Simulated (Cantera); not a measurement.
An isothermal, constant-pressure homogeneous reactor starts with 1.67 % CH4, 0.137 % O2, 98.2 % N2, equivalence ratio 24, at 1400 K and 0.740 bar.

Model: GRI-Mech 3.0 (53 species, 325 reactions), integrated in Cantera. GRI-Mech 3.0 stops at C3 and has no aromatics, soot or wall deposition, so with more carbon than oxygen in the feed, carbon stays in small species such as C2H2 where larger ones or solid carbon would form.

Task: Predict: x(CH4) at 200 s; x(CO) at 200 s.

Result: 
```json
{
 "x(CH4) at 200 s": "0.000994 (gas-phase equilibrium 0.000222)",
 "x(CO) at 200 s": "0.00153 (gas-phase equilibrium 0.00270)"
}
```
